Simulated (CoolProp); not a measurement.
Model: reference Helmholtz-energy equation of state, Zhou 2011, in CoolProp.

Task: Give the vapour pressure (MPa), liquid density (kg/m³), enthalpy of vaporisation (kJ/kg), vapour Z of saturated dimethyl carbonate at 96.65, 146.45 °C.

Result: 
```tsv
T (°C)	p (MPa)	liquid density (kg/m³)	enthalpy of vaporisation (kJ/kg)	vapour Z
96.65	0.124	965	371	0.966
146.45	0.462	889	333	0.913
```
